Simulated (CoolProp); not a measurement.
Properties of cyclohexane along the isobar 5.22 MPa.

Model: reference Helmholtz-energy equation of state, Zhou 2014, in CoolProp.

```csv
T (K),phase,density (kg/m³),cv (kJ/(kg K)),expansivity (1/kK)
394.8,liquid,685.2,1.793,1.506
403.1,liquid,676.6,1.832,1.551
411.5,liquid,667.7,1.872,1.602
419.8,liquid,658.7,1.912,1.659
428.1,liquid,649.6,1.951,1.722
436.5,liquid,640.0,1.991,1.795
444.8,liquid,630.4,2.030,1.876
453.2,liquid,620.3,2.069,1.971
461.5,liquid,609.9,2.108,2.078
469.8,liquid,599.2,2.146,2.203
478.2,liquid,587.9,2.185,2.352
486.5,liquid,576.1,2.223,2.527
494.9,liquid,563.5,2.262,2.742
503.2,liquid,550.2,2.300,3.002
```
